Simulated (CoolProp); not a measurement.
Vapour-liquid equilibrium of n-decane (1) + n-dodecane (2) at 95.9 kPa; x and y are mole fractions of (1).

Computed with CoolProp (multi-fluid Helmholtz-energy mixture model, Lemmon 2006 and Lemmon 2004; pair parameters Bell 2016).

```tsv
x	bubble temperature, mixture model (°C)	bubble temperature, Raoult's law (°C)	y, mixture model	y, Raoult's law
0.05	211.0	210.7	0.112	0.123
0.15	205.3	204.7	0.305	0.325
0.25	___	199.3	0.461	0.481
0.35	195.0	194.5	0.587	0.604
0.45	190.5	190.1	0.689	0.702
0.55	186.5	186.1	___	0.781
0.65	___	182.5	___	0.846
0.75	179.3	179.2	0.894	0.900
0.85	___	176.1	___	0.945
0.95	173.3	173.3	___	0.983
```

### Question
Some entries are withheld; supply them.

### Answer

- 0.25, bubble temperature, mixture model (°C): 199.9
- 0.55, y, mixture model: 0.771
- 0.65, bubble temperature, mixture model (°C): 182.7
- 0.65, y, mixture model: 0.838
- 0.85, bubble temperature, mixture model (°C): 176.2
- 0.85, y, mixture model: 0.941
- 0.95, y, mixture model: 0.982

The largest gap from Raoult's law is +0.6 K in bubble temperature, at x = 0.25. No azeotrope shows between x = 0.05 and 0.95.

The pair parameters rest on a limited set of measurements; away from them the model extrapolates.
